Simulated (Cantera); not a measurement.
Mixture: CH4 : O2 : N2 = 1 : 2.99 : 11.2 (molar parts), at 0.987 atm, adiabatic and at constant volume. Ignition delay is the time to a rise of 400 K.

Computed with Cantera and GRI-Mech 3.0 (53 species, 325 reactions).

Predict: delay at 1125 K; delay at 1175 K; delay at 1225 K; delay at 1275 K; delay at 1325 K; delay at 1375 K; delay at 1425 K; apparent activation energy between 1325 and 1425 K.


- delay at 1125 K: 0.110 s
- delay at 1175 K: 51.3 ms
- delay at 1225 K: 25.0 ms
- delay at 1275 K: 12.6 ms
- delay at 1325 K: 6.66 ms
- delay at 1375 K: 3.64 ms
- delay at 1425 K: 2.08 ms
- apparent activation energy between 1325 and 1425 K: 180 kJ/mol
